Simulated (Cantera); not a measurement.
Charge: 1 mol Si, 0.63 mol H₂O, 89 mol H₂, held at 0.0100 bar.

Equilibrium computed with Cantera from the NASA thermochemical tables; the gas is ideal and each condensed phase is pure. Candidate condensed phases: H₂O, Si, SiO₂; 18 gas species. Gases not in the tables: Si₂H₆ and higher silanes. Equilibrium is a limit: real reactors are often held back by kinetics, nucleation or transport.

x: gas mole fraction; n: condensed amount in mol.

```json
[
 {"T (K)": "1425", "x H₂": "0.993", "x H": "6.80e-5", "x SiO": "0.00698", "x Si": "1.61e-7", "x SiH": "7.13e-8", "n Si(s)": "0.370", "n Si(l)": "0"},
 {"T (K)": "1500", "x H₂": "0.993", "x H": "0.000175", "x SiO": "0.00698", "x Si": "1.05e-6", "x SiH": "3.37e-7", "n Si(s)": "0.370", "n Si(l)": "0"},
 {"T (K)": "1575", "x H₂": "0.993", "x H": "0.000414", "x SiO": "0.00698", "x Si": "5.74e-6", "x SiH": "1.37e-6", "n Si(s)": "0.369", "n Si(l)": "0"},
 {"T (K)": "1650", "x H₂": "0.992", "x H": "0.000905", "x SiO": "0.00698", "x Si": "2.68e-5", "x SiH": "4.87e-6", "n Si(s)": "0.366", "n Si(l)": "0"},
 {"T (K)": "1725", "x H₂": "0.991", "x H": "0.00185", "x SiO": "0.00697", "x Si": "0.000102", "x SiH": "1.44e-5", "n Si(s)": "0", "n Si(l)": "0.358"},
 {"T (K)": "1800", "x H₂": "0.989", "x H": "0.00356", "x SiO": "0.00696", "x Si": "0.000318", "x SiH": "3.60e-5", "n Si(s)": "0", "n Si(l)": "0.335"},
 {"T (K)": "1875", "x H₂": "0.985", "x H": "___", "x SiO": "0.00695", "x Si": "___", "x SiH": "___", "n Si(s)": "0", "n Si(l)": "___"},
 {"T (K)": "1950", "x H₂": "0.979", "x H": "___", "x SiO": "0.00692", "x Si": "___", "x SiH": "___", "n Si(s)": "0", "n Si(l)": "___"},
 {"T (K)": "2025", "x H₂": "0.970", "x H": "0.0190", "x SiO": "0.00689", "x Si": "0.00368", "x SiH": "0.000232", "n Si(s)": "0", "n Si(l)": "0"},
 {"T (K)": "2100", "x H₂": "0.959", "x H": "0.0305", "x SiO": "0.00685", "x Si": "0.00374", "x SiH": "0.000199", "n Si(s)": "0", "n Si(l)": "0"}
]
```

Fill in the missing entries.


- 1875, x H: 0.00651
- 1875, x Si: 0.000906
- 1875, x SiH: 8.33e-5
- 1875, n Si(l): 0.274
- 1950, x H: 0.0113
- 1950, x Si: 0.00238
- 1950, x SiH: 0.000180
- 1950, n Si(l): 0.125
